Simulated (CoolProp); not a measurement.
Aqueous ethanol as a coolant, at 21 °C, 1 atm.

The numbers come from the Melinder's fits for secondary coolants in CoolProp.

```tsv
mass %	freezing point (°C)	viscosity (mPa s)	Prandtl number	density (kg/m³)	cp (kJ/(kg K))
5.8	-2.4	1.25	9.49	987.6	4.249
11.9	-5.4	1.60	13.3	979.0	4.316
18	-9.5	1.97	17.8	971.1	4.333
24.1	-14.6	2.31	___	962.7	4.296
30.1	-20.2	2.56	26.3	953.2	4.217
36.2	-26.1	2.72	29.4	___	4.109
42.3	___	2.78	31.6	929.8	3.989
```

Question: Some entries are withheld; supply them.

Answer: 
- 24.1, Prandtl number: 22.4
- 36.2, density (kg/m³): 942.2
- 42.3, freezing point (°C): -31.5
